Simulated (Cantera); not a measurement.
Standard-state values (1 bar) from the NASA 1993 polynomials, evaluated with Cantera. Values are per mole of reaction as written; species without (g) are pure solids or liquids, kept so even where they would boil at 1 bar.

5 O(g) + 2 V ⇌ V2O5, with ΔH° = -2796.5 kJ and ΔS° = -732.8 J/K at 300 K.

Question: How far is the shortcut ΔG° ≈ ΔH°(300 K) − T·ΔS°(300 K) from the full temperature-dependent value at 1150, 1250, 1350, 1450, 1550, 1650, 1750 K?

Answer: 
| T (K) | shortcut (kJ) | full (kJ) | difference (kJ) | difference in log10 K | condensed phases |
|---|---|---|---|---|---|
| 1150 | -1953.8 | -1966.4 | 12.6 | -0.57 | V(s), V2O5(l) |
| 1250 | -1880.6 | -1900.7 | 20.1 | -0.84 | V(s), V2O5(l) |
| 1350 | -1807.3 | -1835.1 | 27.8 | -1.08 | V(s), V2O5(l) |
| 1450 | -1734.0 | -1769.7 | 35.7 | -1.28 | V(s), V2O5(l) |
| 1550 | -1660.7 | -1704.4 | 43.6 | -1.47 | V(s), V2O5(l) |
| 1650 | -1587.5 | -1639.2 | 51.7 | -1.64 | V(s), V2O5(l) |
| 1750 | -1514.2 | -1574.1 | 59.9 | -1.79 | V(s), V2O5(l) |
The shortcut ignores heat capacities and the phase changes listed.
